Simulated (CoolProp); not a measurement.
Ethylene along the isotherm -45.75 °C: Z from the reference equation and from simpler models built on Tc = 9.2 °C, pc = 5042 kPa, ω = 0.087; each cubic takes its own stable root.

Computed with CoolProp (reference Helmholtz-energy equation of state, Smukala 2000).

| p (kPa) | phase | reference |
|---|---|---|
| 1800 | liquid | 0.05631 |
| 3600 | liquid | 0.1115 |
| 5400 | liquid | 0.1656 |
| 7200 | liquid | 0.2190 |
| 9000 | liquid | 0.2716 |
| 10800 | liquid | 0.3235 |
| 12600 | liquid | 0.3748 |
| 14400 | liquid | 0.4256 |
| 16200 | liquid | 0.4759 |
| 18000 | liquid | 0.5258 |
| 19800 | liquid | 0.5752 |
| 21600 | liquid | 0.6242 |
| 23400 | liquid | 0.6728 |
| 25200 | liquid | 0.7211 |

### Question
How far does each simpler model (van der Waals, Soave-Redlich-Kwong, Peng-Robinson) lie from the reference over these 14 states: mean and median of the absolute difference, and the worst?

### Answer
- van der Waals: mean 132.7 %, median 43.7 %, worst +1282.2 % at -45.75 °C and 1800 kPa
- Soave-Redlich-Kwong: mean 4.3 %, median 4.0 %, worst +7.1 % at -45.75 °C and 1800 kPa
- Peng-Robinson: mean 7.4 %, median 7.6 %, worst -8.5 % at -45.75 °C and 25200 kPa

At some of these states van der Waals gives the other phase, because its saturation line lies elsewhere.
